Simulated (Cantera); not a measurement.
An isothermal, constant-pressure homogeneous reactor starts with 0.276 % CH₄, 98.7 % H₂, 0.425 % O₂, 0.563 % N₂, equivalence ratio 120, at 2648 K and 10.00 Torr.

Detailed kinetics in Cantera: GRI-Mech 3.0 (53 species, 325 reactions). Radical loss at walls, strong at low pressure, is not modelled.

x: mole fraction; the columns are a selection and need not sum to one.

| t (s) | x CH₄ | x H₂ | x O₂ | x O | x H | x C₂H₄ |
|---|---|---|---|---|---|---|
| 5.00e-6 | 0.00275 | 0.987 | 0.00424 | 3.19e-8 | 3.48e-5 | 1.16e-11 |
| 1.68e-5 | 0.00273 | 0.987 | 0.00423 | 1.50e-7 | 0.000144 | 3.79e-10 |
| 5.61e-5 | 0.00270 | 0.987 | 0.00419 | 6.51e-7 | 0.000608 | ? |
| 0.000188 | 0.00261 | 0.984 | 0.00386 | 2.54e-6 | 0.00253 | ? |
| 0.000630 | 0.00226 | 0.974 | 0.00141 | 4.25e-6 | 0.0110 | ? |
| 0.00211 | 0.00171 | 0.960 | 1.87e-7 | 7.76e-7 | 0.0235 | ? |
| 0.00707 | 0.000610 | 0.942 | 8.63e-9 | 2.54e-6 | 0.0427 | ? |
| 0.0237 | 8.77e-5 | 0.919 | 1.73e-8 | 5.63e-6 | 0.0662 | ? |
| 0.0794 | 3.64e-6 | 0.875 | 3.27e-8 | 1.33e-5 | 0.111 | ? |
| 0.266 | <1e-12 | 0.777 | 1.35e-7 | 5.43e-5 | 0.211 | <1e-12 |
| 0.891 | <1e-12 | 0.673 | 3.61e-7 | 0.000143 | 0.315 | <1e-12 |
| 2.98 | <1e-12 | 0.659 | 4.05e-7 | 0.000160 | 0.329 | <1e-12 |
| 10.0 | <1e-12 | 0.659 | 4.05e-7 | 0.000160 | 0.329 | <1e-12 |

Q: Fill in the missing entries.

A: 
- 5.61e-5, x C₂H₄: 5.95e-9
- 0.000188, x C₂H₄: 6.29e-8
- 0.000630, x C₂H₄: 8.17e-7
- 0.00211, x C₂H₄: 2.14e-6
- 0.00707, x C₂H₄: 9.61e-7
- 0.0237, x C₂H₄: 1.02e-7
- 0.0794, x C₂H₄: 1.40e-9
